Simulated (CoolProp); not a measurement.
CF4 (R14) along the isotherm 238.5 K: Z from the reference equation and from simpler models built on Tc = 227.4 K, pc = 37.62 bar, ω = 0.178; each cubic takes its own stable root.

The numbers come from the reference Helmholtz-energy equation of state, Platzer 1990 in CoolProp. This equation is an older, rougher fit; its heat capacities, sound speeds and derivatives of the liquid may be far off and weren't checked against measurements.

```json
[
 {"p (bar)": "0.178", "phase": "gas", "reference": "0.9986", "van der Waals": "0.9987", "Soave-Redlich-Kwong": "0.9986", "Peng-Robinson": "0.9984"},
 {"p (bar)": "0.269", "phase": "gas", "reference": "0.9979", "van der Waals": "0.9981", "Soave-Redlich-Kwong": "0.9979", "Peng-Robinson": "0.9976"},
 {"p (bar)": "0.406", "phase": "gas", "reference": "0.9968", "van der Waals": "0.9971", "Soave-Redlich-Kwong": "0.9968", "Peng-Robinson": "0.9964"},
 {"p (bar)": "0.613", "phase": "gas", "reference": "0.9952", "van der Waals": "0.9957", "Soave-Redlich-Kwong": "0.9952", "Peng-Robinson": "0.9946"},
 {"p (bar)": "0.924", "phase": "gas", "reference": "0.9928", "van der Waals": "0.9935", "Soave-Redlich-Kwong": "0.9928", "Peng-Robinson": "0.9919"},
 {"p (bar)": "1.39", "phase": "gas", "reference": "0.9891", "van der Waals": "0.9902", "Soave-Redlich-Kwong": "0.9891", "Peng-Robinson": "0.9878"},
 {"p (bar)": "2.1", "phase": "gas", "reference": "0.9835", "van der Waals": "0.9851", "Soave-Redlich-Kwong": "0.9836", "Peng-Robinson": "0.9815"},
 {"p (bar)": "3.17", "phase": "gas", "reference": "0.9749", "van der Waals": "0.9773", "Soave-Redlich-Kwong": "0.9751", "Peng-Robinson": "0.9720"},
 {"p (bar)": "4.79", "phase": "gas", "reference": "0.9618", "van der Waals": "0.9654", "Soave-Redlich-Kwong": "0.9620", "Peng-Robinson": "0.9574"},
 {"p (bar)": "7.22", "phase": "gas", "reference": "0.9418", "van der Waals": "0.9470", "Soave-Redlich-Kwong": "0.9421", "Peng-Robinson": "0.9352"},
 {"p (bar)": "10.9", "phase": "gas", "reference": "0.9106", "van der Waals": "0.9181", "Soave-Redlich-Kwong": "0.9109", "Peng-Robinson": "0.9007"},
 {"p (bar)": "16.4", "phase": "gas", "reference": "0.8614", "van der Waals": "0.8716", "Soave-Redlich-Kwong": "0.8617", "Peng-Robinson": "0.8468"},
 {"p (bar)": "24.8", "phase": "gas", "reference": "0.7781", "van der Waals": "0.7906", "Soave-Redlich-Kwong": "0.7789", "Peng-Robinson": "0.7573"},
 {"p (bar)": "37.4", "phase": "gas", "reference": "0.6193", "van der Waals": "0.6228", "Soave-Redlich-Kwong": "0.6244", "Peng-Robinson": "0.5956"},
 {"p (bar)": "56.4", "phase": "supercritical", "reference": "0.3190", "van der Waals": "0.3762", "Soave-Redlich-Kwong": "0.3648", "Peng-Robinson": "0.3370"}
]
```
